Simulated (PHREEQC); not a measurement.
PHREEQC input (ion-association model, wateq4f.dat):

```
SOLUTION_MASTER_SPECIES
  An  An-  0  An  62.0  # stands for a non-complexing anion
SOLUTION_SPECIES
  An- = An-
    -log_k 0
    -gamma 3.0 0
PHASES
  Fix_H+
    H+ = H+
    -log_k 0
SOLUTION 1
  temp 25
  units mmol/kgw
  pH 7 charge
  As(5) 0.15
  Na 5.3
  An 5
END
SELECTED_OUTPUT 1
  -reset false
  -pH true
  -pe true
  -ionic_strength true
  -water true
  -totals As Na As(3) As(5)
  -molalities Hfo_wOH Hfo_wOH2+ Hfo_wO- Hfo_sOH Hfo_sOH2+ Hfo_sO- Hfo_wH2AsO4 Hfo_wHAsO4- Hfo_wOHAsO4-3
USER_PUNCH 1
  -headings sigma psi
  10 PUNCH EDL("sigma", "Hfo"), EDL("psi", "Hfo")
PRINT
  -reset false
USE solution 1
SURFACE 1
  Hfo_wOH 0.00047191 600 0.21
  Hfo_sOH 1.17978e-05
EQUILIBRIUM_PHASES 1
  Fix_H+ -3 HAn 10
    -force_equality true
  O2(g) -0.68 10
END
# ... the last block is repeated for the other 16 points of pH, with NaOH or the acid as the point needs
```

Selected output (columns that matter, 16 of 17 rows; pH added in front):

```
pH	mu	As	Na	m_Hfo_wOH	m_Hfo_wOH2+	m_Hfo_wO-	m_Hfo_sOH	m_Hfo_sOH2+	m_Hfo_sO-	m_Hfo_wH2AsO4	m_Hfo_wHAsO4-	m_Hfo_wOHAsO4-3	sigma	psi
3	0.0064895	1.2407e-09	0.0053	1.976e-05	0.00030212	2.9607e-08	7.2419e-07	1.1072e-05	1.0851e-09	5.7481e-05	9.2285e-05	2.324e-07	0.16862	0.18372
3.5	0.005726	9.8352e-10	0.0053	4.0247e-05	0.00028153	1.3181e-07	1.475e-06	1.0318e-05	4.8306e-09	3.2957e-05	0.00011565	1.3915e-06	0.13164	0.17423
4	0.0054703	1.1237e-09	0.0053	6.5178e-05	0.00025635	3.7963e-07	2.3887e-06	9.3951e-06	1.3913e-08	2.0057e-05	0.00012518	4.764e-06	0.096405	0.15944
4.5	0.0053763	1.7994e-09	0.0053	8.7264e-05	0.0002339	7.4584e-07	3.1982e-06	8.5723e-06	2.7334e-08	1.375e-05	0.00012593	1.0319e-05	0.064952	0.13972
5	0.0053373	3.7399e-09	0.0053	0.00010286	0.00021794	1.1121e-06	3.7697e-06	7.9873e-06	4.0759e-08	1.0634e-05	0.0001232	1.6157e-05	0.040664	0.11618
5.5	0.005319	9.3139e-09	0.0053	0.00011273	0.00020779	1.401e-06	4.1313e-06	7.6151e-06	5.1346e-08	9.022e-06	0.00012015	2.0819e-05	0.024004	0.090178
6	0.0053097	2.667e-08	0.0053	0.00011879	0.00020155	1.6038e-06	4.3531e-06	7.3859e-06	5.8774e-08	8.1392e-06	0.00011775	2.4081e-05	0.013229	0.062728
6.5	0.0053044	8.9603e-08	0.0053	0.00012267	0.00019758	1.7449e-06	4.4947e-06	7.2391e-06	6.3932e-08	7.6096e-06	0.00011598	2.6322e-05	0.0061757	0.034489
7.5	0.0052991	2.1726e-06	0.0053	0.00013034	0.00019171	2.0302e-06	4.745e-06	6.9789e-06	7.3908e-08	6.6493e-06	0.00011097	3.0203e-05	-0.0038302	-0.022334
8	0.005305	1.227e-05	0.0053	0.00014519	0.00018639	2.591e-06	5.1259e-06	6.5804e-06	9.1472e-08	5.1102e-06	9.7713e-05	3.4907e-05	-0.0092977	-0.048418
8.5	0.0053298	4.1263e-05	0.0053	0.00018637	0.00017218	4.6212e-06	6.0543e-06	5.5934e-06	1.5012e-07	2.3692e-06	6.2949e-05	4.3419e-05	-0.015471	-0.069545
9	0.0053622	7.7206e-05	0.0053	0.00024756	0.00014165	9.9115e-06	7.3177e-06	4.1871e-06	2.9298e-07	6.0136e-07	2.5799e-05	4.6393e-05	-0.022476	-0.086813
9.5	0.0053854	0.00010394	0.0053	0.00030368	0.00010131	2.0853e-05	8.4133e-06	2.8068e-06	5.7772e-07	9.9315e-08	7.3075e-06	3.8655e-05	-0.031079	-0.10253
10	0.005514	0.00012206	0.0054121	0.00033865	6.473e-05	4.0588e-05	8.9991e-06	1.7201e-06	1.0786e-06	1.2708e-08	1.6319e-06	2.6297e-05	-0.042687	-0.1178
10.5	0.0058276	0.00013535	0.0057052	0.00034698	3.8333e-05	7.1951e-05	8.9524e-06	9.8902e-07	1.8564e-06	1.3388e-09	2.9748e-07	1.435e-05	-0.059605	-0.13329
11	0.0066934	0.00014423	0.0065323	0.00032889	2.1386e-05	0.00011587	8.3239e-06	5.4127e-07	2.9326e-06	1.0896e-10	4.1133e-08	5.7271e-06	-0.087378	-0.14926
```

The oxide is taken as insoluble; below pH 4 it would dissolve.
